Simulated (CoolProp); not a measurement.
Sulfur dioxide along the isotherm 40.95 °C: Z from the reference equation and from simpler models built on Tc = 157.5 °C, pc = 7887 kPa, ω = 0.256; each cubic takes its own stable root.

Values from CoolProp's reference Helmholtz-energy equation of state, Gao 2016.

```
p (kPa)   phase  reference  van der Waals  Redlich-Kwong  Soave-Redlich-Kwong  Peng-Robinson
-------  ------  ---------  -------------  -------------  -------------------  -------------
1520     liquid    0.02819         0.8626        0.03293              0.03155        0.02785
3030     liquid    0.05602        0.09407        0.06527              0.06263        0.05531
4550     liquid    0.08387         0.1399        0.09748              0.09368        0.08278
6070     liquid     0.1116         0.1850         0.1294               0.1245         0.1101
7580     liquid     0.1390         0.2292         0.1608               0.1549         0.1370
9100     liquid     0.1664         0.2731         0.1921               0.1853         0.1640
10600    liquid     0.1933         0.3160         0.2228               0.2152         0.1905
12100    liquid     0.2201         0.3585         0.2532               0.2448         0.2168
13600    liquid     0.2468         0.4005         0.2834               0.2743         0.2430
15200    liquid     0.2751         0.4450         0.3154               0.3056         0.2709
16700    liquid     0.3016         0.4864         0.3453               0.3348         0.2968
18200    liquid     0.3279         0.5275         0.3749               0.3638         0.3227
19700    liquid     0.3542         0.5683         0.4044               0.3927         0.3484
```

At some of these states van der Waals gives the other phase, because its saturation line lies elsewhere.
